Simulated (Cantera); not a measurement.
A closed system holds: 1 mol HI, 0.21 mol O2, 0.14 mol H2, equilibrated at 1.33 mbar.

Cantera equilibrium calculation (NASA polynomials, part measured and part estimated; ideal gas, pure solids and liquids). Candidate condensed phases: H2O, I2; 12 gas species. Kinetics and transport are ignored. All values below are at 2273 K.

Base state: I 0.568, H2O 0.197, H2 0.118, H 0.0789, OH 0.0205, O 0.00942, O2 0.00659, HI 0.00230 (mole fractions); condensed: gas only.

Q: What changes in the equilibrium state with this change: pressure from 1.33 mbar to 13.3 mbar?

A: 
```csv
species,before,after
I,0.568,0.593
H2O,0.197,0.242
H2,0.118,0.122
H,0.0789,0.0255
OH,0.0205,0.00780
I2,4.02e-6,4.38e-5
O,0.00942,0.00111
O2,0.00659,0.000920
HI,0.00230,0.00775
```
